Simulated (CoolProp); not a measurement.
A simple Rankine cycle with cis-2-butene: condensing at 324.15 K, boiler at 2.91 MPa, turbine inlet 452.6 K, turbine efficiency 0.85, pump efficiency 0.7, no recuperator. Each further row changes one setting.

Model: reference Helmholtz-energy equation of state, Lemmon 2005, in CoolProp. It is a short technical equation, of lower accuracy than the large ones.

| case | thermal efficiency (%) | net work (kJ/kg) | heat in (kJ/kg) | turbine exit temperature (K) | volume ratio over the turbine |
|---|---|---|---|---|---|
| as stated | 14.0 | ? | 547 | 384.3 | ? |
| turbine inlet 472.6 K | 14.0 | 83.3 | 596 | 406.9 | 6.57 |
| condensing temperature 316.15 K | 15.2 | ? | 566 | 377.7 | ? |
| boiler pressure 2.04 MPa | 11.9 | ? | 570 | 401.4 | ? |
| turbine efficiency 0.75 | 12.2 | ? | 547 | 389.6 | ? |

Fill in the missing entries.


- as stated, net work (kJ/kg): 76.5
- as stated, volume ratio over the turbine: 6.78
- condensing temperature 316.15 K, net work (kJ/kg): 86.1
- condensing temperature 316.15 K, volume ratio over the turbine: 8.38
- boiler pressure 2.04 MPa, net work (kJ/kg): 67.6
- boiler pressure 2.04 MPa, volume ratio over the turbine: 4.49
- turbine efficiency 0.75, net work (kJ/kg): 66.8
- turbine efficiency 0.75, volume ratio over the turbine: 6.89
